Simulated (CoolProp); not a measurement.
Vapour pressure (MPa) of cyclopropane: the reference equation beside estimates from Tc = 125.5 °C, pc = 5.605 MPa, ω = 0.131. Clausius-Clapeyron is anchored at 15.65 °C with a constant enthalpy of vaporisation of 17.54 kJ/mol.

Values from CoolProp's reference Helmholtz-energy equation of state, Polt 1992. This equation is an older, rougher fit; its heat capacities, sound speeds and derivatives of the liquid may be far off and weren't checked against measurements.

| T (°C) | reference | Clausius-Clapeyron | Redlich-Kwong | Soave-Redlich-Kwong | Peng-Robinson |
|---|---|---|---|---|---|
| 15.65 | 0.5581 | 0.5581 | 0.6500 | 0.5568 | 0.5543 |
| 22.75 | 0.6816 | 0.6650 | 0.7881 | 0.6814 | 0.6771 |
| 29.85 | 0.8241 | 0.7859 | 0.9459 | 0.8256 | 0.8191 |
| 36.95 | 0.9873 | 0.9218 | 1.125 | 0.9911 | 0.9822 |
| 44.05 | 1.173 | 1.073 | 1.325 | 1.180 | 1.168 |
| 51.05 | 1.380 | 1.239 | 1.546 | 1.390 | 1.376 |
| 58.15 | 1.616 | 1.425 | 1.795 | 1.630 | 1.613 |
| 65.25 | 1.880 | 1.628 | 2.070 | 1.899 | 1.879 |
| 72.35 | 2.175 | 1.851 | 2.372 | 2.198 | 2.176 |
| 79.45 | 2.502 | 2.093 | 2.702 | 2.530 | 2.505 |
| 86.45 | 2.858 | 2.352 | 3.056 | 2.891 | 2.865 |
| 93.55 | 3.256 | 2.635 | 3.445 | 3.293 | 3.266 |
| 100.65 | 3.694 | 2.939 | 3.866 | 3.733 | 3.708 |

Absolute difference from the reference over all 13 rows, mean and median: Clausius-Clapeyron 11.2 and 11.8 %, Redlich-Kwong 10.9 and 11.1 %, Soave-Redlich-Kwong 0.7 and 0.9 %, Peng-Robinson 0.3 and 0.3 %.
